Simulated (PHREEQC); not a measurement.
Make-up at 25 °C: 0.82 mol/kgw HF, 0.00043 mol/kgw (CH3)4NF, 2.9e-06 mol/kgw H4SiO4 and 0.00027 mol/kgw HCl. Closed to the air; pH follows from the charge balance.

All values are PHREEQC results (ion-association model, wateq4f.dat), not measurements.

No solid was allowed to form.

**Question.** Order these F species by the share of F that they hold, largest first: HF, HF2-, F-, H2F2.

**Answer.** H2F2 (59 %), HF (37 %), HF2- (3.2 %), F- (1.4 %)

The pH is 1.67 and the ionic strength 0.0245 mol/kgw. (CH3)4N+ isn't in the database: it is added as a free cation with an ion size of 4 Å. wateq4f.dat counts part of the HF as a dimer, H2F2, which phreeqc.dat doesn't know; its constant is uncertain. SiF6-2 is the database's only silicon fluoride.
